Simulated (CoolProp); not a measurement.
Vapour pressure (bar) of CF4 (R14): the reference equation beside estimates from Tc = 227.4 K, pc = 37.62 bar, ω = 0.178. Clausius-Clapeyron is anchored at 181.2 K with a constant enthalpy of vaporisation of 9.663 kJ/mol.

Computed with CoolProp (reference Helmholtz-energy equation of state, Platzer 1990). This equation is an older, rougher fit; its heat capacities, sound speeds and derivatives of the liquid may be far off and weren't checked against measurements.

| T (K) | reference | Lee-Kesler | Clausius-Clapeyron | Redlich-Kwong |
|---|---|---|---|---|
| 181.2 | 7.408 | 7.496 | 7.408 | 8.996 |
| 183.5 | [?] | 8.271 | 8.028 | 9.838 |
| 185.9 | 9.038 | 9.139 | 8.712 | 10.77 |
| 188.2 | 9.925 | 10.03 | 9.404 | 11.72 |
| 190.5 | 10.87 | 10.99 | 10.13 | [?] |
| 192.8 | 11.89 | 12.01 | 10.90 | 13.79 |
| 195.1 | 12.97 | 13.09 | 11.70 | 14.92 |
| 197.4 | 14.13 | 14.25 | 12.54 | 16.10 |
| 199.7 | 15.36 | 15.48 | 13.42 | 17.34 |
| 202.1 | 16.72 | 16.85 | 14.38 | 18.71 |
| 204.4 | 18.11 | [?] | 15.34 | 20.08 |
| 206.7 | 19.59 | 19.72 | 16.34 | 21.52 |
| 209 | 21.16 | 21.28 | 17.39 | 23.03 |

Task: Some entries are withheld; supply them.

Result: 
- 183.5, reference: 8.176
- 190.5, Redlich-Kwong: 12.73
- 204.4, Lee-Kesler: 18.24

Absolute difference from the reference over all 13 rows, mean and median: Lee-Kesler 0.9 and 0.9 %, Clausius-Clapeyron 9.5 and 9.8 %, Redlich-Kwong 15.0 and 15.0 %.
